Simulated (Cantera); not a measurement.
## Thermodynamics of silicon etching in halogen gases, feed Si + NF3

Input: 1 mol Si, a varied amount of NF3, held at 775 K and 12.0 Pa.

These are equilibrium values from Cantera (NASA tables, ideal gas, pure condensed phases), not measurements of a reactor. Candidate condensed phases: Si, Si3N4; 16 gas species. The tables' values for SiF3 are old estimates; treat these amounts as uncertain. Rates play no part.

```
n(NF3) (mol)  x SiF4    x N2    x F2     x F     x NF3   x SiF3  n Si(s)  n Si3N4(s)
------------  ------  ------  ------  ------  --------  -------  -------  ----------
0.53           1.000  <1e-12  <1e-12  <1e-12    <1e-12  7.82e-5    0.205       0.133
0.65           1.000  <1e-12  <1e-12  <1e-12    <1e-12  7.82e-5   0.0250       0.163
0.8            0.818   0.182  <1e-12  <1e-12    <1e-12  7.28e-7        0       0.133
0.98           0.701   0.299  <1e-12  <1e-12    <1e-12  5.97e-7        0      0.0883
1.2            0.628   0.372  <1e-12  <1e-12    <1e-12  5.30e-7        0      0.0333
1.5            0.470   0.352  0.0566   0.121   3.67e-5   <1e-12        0           0
1.8            0.347   0.312   0.145   0.195  0.000142   <1e-12        0           0
2.3            0.244   0.280   0.231   0.245  0.000269   <1e-12        0           0
2.8            0.188   0.263   0.279   0.270  0.000346   <1e-12        0           0
3.4            0.148   0.251   0.314   0.286  0.000405   <1e-12        0           0
4.2            0.115   0.241   0.344   0.299  0.000454   <1e-12        0           0
5.2           0.0900   0.234   0.367   0.309  0.000492   <1e-12        0           0
```
x: gas mole fraction; n: condensed amount in mol.

From 0.53 mol NF3 to 0.65 mol NF3 the condensed part is Si(s) + Si3N4(s). From 0.8 mol NF3 to 1.2 mol NF3 the condensed part is Si3N4(s). From 1.5 mol NF3 to 5.2 mol NF3 nothing is condensed. The main Si-bearing gas is SiF4 throughout.
